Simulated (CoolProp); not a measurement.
Computed with CoolProp (reference Helmholtz-energy equation of state, Penoncello 2003).

Question: For CHF3 (R23), give the phase and the Prandtl number, fugacity coefficient at 138.25 °C and 3760 kPa.

Answer: 
- 138.25 °C and 3760 kPa: gas; Prandtl number 0.856, fugacity coefficient 0.915

Viscosity comes from a separate model (Shan 2000). Thermal conductivity comes from a separate model (Shan 2000).
